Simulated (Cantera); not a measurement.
Mixture: C3H8 : O2 : N2 : CO2 = 1 : 3.57 : 13.4 : 0.63 (molar parts), at 0.870 bar, adiabatic and at constant pressure. Ignition delay is the time to a rise of 400 K.

Model: GRI-Mech 3.0 (53 species, 325 reactions), integrated in Cantera. GRI-Mech 3.0 was tuned for natural gas; its chemistry of propane as a main component is partial and can be far from experiment.

Question: What does this change do: C3H8 1 to 0.46 parts?

Answer: 
```
quantity                                                before       after
--------------------------------------------------  ----------  ----------
delay at 1023 K                                        0.394 s     0.368 s
delay at 1123 K                                        37.3 ms     34.9 ms
delay at 1223 K                                        4.47 ms     4.13 ms
delay at 1323 K                                       0.786 ms    0.715 ms
delay at 1423 K                                       0.205 ms    0.186 ms
apparent activation energy between 1323 and 1423 K  210 kJ/mol  210 kJ/mol
```
